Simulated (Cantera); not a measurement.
A closed system holds: 1 mol Al(CH3)3, 0.22 mol H2O, 460 mol N2, held at 750 K and 1.50 Torr.

Cantera equilibrium calculation (NASA polynomials, part measured and part estimated; ideal gas, pure solids and liquids). Candidate condensed phases: Al, AlN, Al2O3, C, C6H6, C7H8, C8H18, H2O; 148 gas species. The feed counts by its element totals alone. Rates play no part.

Base state: N2 0.990, H2 0.0102 (mole fractions); condensed: AlN(s) + Al2O3(s) + C(graphite).

Task: What changes in the equilibrium state with this change: H2O from 0.22 to 8.4 mol?

Result: 
| species | before | after |
|---|---|---|
| N2 | 0.990 | 0.967 |
| H2 | 0.0102 | 0.0224 |
| H2O | <1e-9 | 0.00467 |
| CO2 | <1e-9 | 0.00353 |
| CO | 7.23e-9 | 0.00277 |
| AlN(s), mol | 0.853 | 0 |
| Al2O3(s), mol | 0.0733 | 0.500 |
| C(graphite), mol | 3.00 | 0 |

Task: What changes in the equilibrium state with this change: temperature from 750 K to 1700 K?

Result: 
```json
[
 {"species": "N2", "before": "0.990", "after": "0.989"},
 {"species": "H2", "before": "0.0102", "after": "0.00981"},
 {"species": "CO", "before": "7.23e-9", "after": "0.000473"},
 {"species": "HCN", "before": "2.46e-9", "after": "0.000361"},
 {"species": "Al", "before": "<1e-9", "after": "0.000280"},
 {"species": "H", "before": "<1e-9", "after": "0.000326"},
 {"species": "HNC", "before": "<1e-9", "after": "1.08e-5"},
 {"species": "AlN(s), mol", "before": "0.853", "after": "0.870"},
 {"species": "Al2O3(s), mol", "before": "0.0733", "after": "0"},
 {"species": "C(graphite), mol", "before": "3.00", "after": "2.61"}
]
```
